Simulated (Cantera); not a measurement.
Input: 1 mol Cu, 5.4 mol F2, 0.9 mol H2, equilibrated at 66000 Pa.

These are equilibrium values from Cantera (NASA tables, ideal gas, pure condensed phases), not measurements of a reactor. Candidate condensed phases: Cu, CuF2; 15 gas species. Kinetics and transport are ignored.

**Question.** At 1050 K, list the 4 most abundant gas species with their mole fractions, and the condensed phases.

**Answer.** F2 0.542, HF 0.315, F 0.143, CuF2 7.70e-5. Condensed: CuF2(s).
